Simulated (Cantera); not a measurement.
A closed system holds: 1 mol CH3Cl, 0.024 mol F2, 17 mol H2, equilibrated at 0.133 bar.

These are equilibrium values from Cantera (NASA tables, ideal gas, pure condensed phases), not measurements of a reactor. Candidate condensed phases: C, C6H6, C7H8, C8H18; 135 gas species. Ions and electrons are included (thermal ionisation). Rates play no part.

x: gas mole fraction; n: condensed amount in mol.

| T (K) | x H | x H2 | x HCl | x Cl | x C | x C2H2 (acetylene) | n C(graphite) |
|---|---|---|---|---|---|---|---|
| 2500 | 0.0643 | 0.873 | 0.0483 | 0.00252 | 1.25e-6 | 0.00944 | 0.621 |
| 3000 | (withheld) | (withheld) | (withheld) | (withheld) | (withheld) | (withheld) | 0 |
| 3500 | 0.740 | 0.209 | 0.00953 | 0.0223 | 0.00562 | 0.00286 | 0 |
| 4000 | 0.905 | (withheld) | (withheld) | 0.0251 | (withheld) | (withheld) | 0 |
| 4500 | 0.938 | 0.00980 | 0.000414 | 0.0255 | 0.0251 | 2.78e-7 | 0 |
| 5000 | 0.945 | 0.00288 | 0.000122 | 0.0256 | 0.0255 | 3.43e-9 | 0 |

Question: Fill in the missing entries.

Answer: 
- 3000, x H: 0.335
- 3000, x H2: 0.599
- 3000, x HCl: 0.0314
- 3000, x Cl: 0.0119
- 3000, x C: 0.000264
- 3000, x C2H2 (acetylene): 0.0179
- 4000, x H2: 0.0430
- 4000, x HCl: 0.00183
- 4000, x C: 0.0208
- 4000, x C2H2 (acetylene): 4.61e-5
